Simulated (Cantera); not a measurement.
**Ignition delay**

Mixture: CO : H₂ : CH₄ : O₂ : N₂ = 1 : 0.76 : 0.28 : 2.88 : 10.4 (molar parts), at 500000 Pa, adiabatic and at constant pressure. Ignition delay is the time to a rise of 400 K.

Cantera simulation using GRI-Mech 3.0 (53 species, 325 reactions); the numbers are that mechanism's predictions, not measurements. Below about 1000 K GRI-Mech 3.0 lacks low-temperature oxidation paths.

```csv
T0 (K),delay (ms)
975,16.6
1050,1.82
1125,0.278
1200,0.0805
1275,0.0345
1350,0.0189
1425,0.0122
```

```json
{
  "apparent activation energy between 1275 and 1425 K": "100 kJ/mol"
}
```
